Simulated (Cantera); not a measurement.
An adiabatic, constant-volume homogeneous reactor starts with CH4 : O2 : N2 = 1 : 1.43 : 5.37 (molar parts), equivalence ratio 1.4, at 1798 K and 10.0 bar. Integrator tolerance rtol = 1e-08.

Cantera simulation using GRI-Mech 3.0 (53 species, 325 reactions); the numbers are that mechanism's predictions, not measurements. Above 3000 K some thermodynamic fits are extrapolated.

```
quantity                                                              before                                      after
---------------------------------  -----------------------------------------  -----------------------------------------
time of steepest temperature rise                                    16.4 µs                                    10.2 µs
temperature at 0.600 s                                                3243 K                                     3297 K
equilibrium temperature                                               3243 K                                     3297 K
x(CH4) at 0.600 s                  1.57e-11 (gas-phase equilibrium 1.84e-11)  4.35e-11 (gas-phase equilibrium 5.07e-11)
x(O2) at 0.600 s                     0.00302 (gas-phase equilibrium 0.00302)    0.00243 (gas-phase equilibrium 0.00243)
x(HCN) at 0.600 s                    2.75e-7 (gas-phase equilibrium 2.75e-7)    4.78e-7 (gas-phase equilibrium 4.78e-7)
x(CO) at 0.600 s                       0.0878 (gas-phase equilibrium 0.0878)      0.0875 (gas-phase equilibrium 0.0875)
x(C2H6) at 0.600 s                     <1e-12 (gas-phase equilibrium <1e-12)      <1e-12 (gas-phase equilibrium <1e-12)
x(OH) at 0.600 s                       0.0176 (gas-phase equilibrium 0.0176)      0.0160 (gas-phase equilibrium 0.0160)
x(C2H) at 0.600 s                      <1e-12 (gas-phase equilibrium <1e-12)      <1e-12 (gas-phase equilibrium <1e-12)
```

Task: What was changed between the two runs?
A. constant pressure in place of constant volume
B. pressure from 10.0 bar to 18.0 bar
C. pressure from 10.0 bar to 5.00 bar
D. O2 1.43 to 0.78 parts

Result: B, pressure from 10.0 bar to 18.0 bar
